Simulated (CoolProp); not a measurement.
A simple Rankine cycle with R141b: condensing at 330.15 K, boiler at 1.15 MPa, turbine inlet 438.7 K, turbine efficiency 0.85, pump efficiency 0.7, no recuperator. Each further row changes one setting.

The numbers come from the reference Helmholtz-energy equation of state, Lemmon 2006 in CoolProp. It is a short technical equation, of lower accuracy than the large ones.

```
case                             thermal efficiency (%)  net work (kJ/kg)  heat in (kJ/kg)  turbine exit temperature (K)  volume ratio over the turbine
-------------------------------  ----------------------  ----------------  ---------------  ----------------------------  -----------------------------
as stated                                          12.1              35.9              295                         386.1                           4.99
turbine inlet 458.7 K                              12.1              38.2              316                         406.3                           4.93
condensing temperature 322.15 K                    13.5              41.1              305                         379.4                           6.27
boiler pressure 0.805 MPa                           9.8              29.4              300                         398.9                           3.45
turbine efficiency 0.75                            10.7              31.5              295                         391.0                           5.06
```
